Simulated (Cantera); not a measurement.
Charge: 1 mol CCl₄, 4.8 mol H₂, equilibrated at 24.0 Pa.

Cantera equilibrium calculation (NASA polynomials, part measured and part estimated; ideal gas, pure solids and liquids). Candidate condensed phases: C, C₆H₆, C₇H₈, C₈H₁₈; 91 gas species. The numbers say what is thermodynamically allowed, not how fast it happens. All values below are at 1925 °C.

Base state: HCl 0.330, H₂ 0.314, H 0.201, Cl 0.154, C₂H₂ (acetylene) 0.000796, C₂H 1.76e-5 (mole fractions); condensed: C(graphite).

**Question.** What changes in the equilibrium state with this change: CCl₄ replaced by CF₄?

**Answer.** 
```json
[
 {"species": "HF", "before": "0", "after": "0.532"},
 {"species": "H₂", "before": "0.314", "after": "0.277"},
 {"species": "H", "before": "0.201", "after": "0.189"},
 {"species": "HCl", "before": "0.330", "after": "0"},
 {"species": "Cl", "before": "0.154", "after": "0"},
 {"species": "F", "before": "0", "after": "0.000310"},
 {"species": "C₂H₂ (acetylene)", "before": "0.000796", "after": "0.000703"},
 {"species": "C₂H", "before": "1.76e-5", "after": "1.65e-5"},
 {"species": "C(graphite), mol", "before": "0.986", "after": "0.989"}
]
```
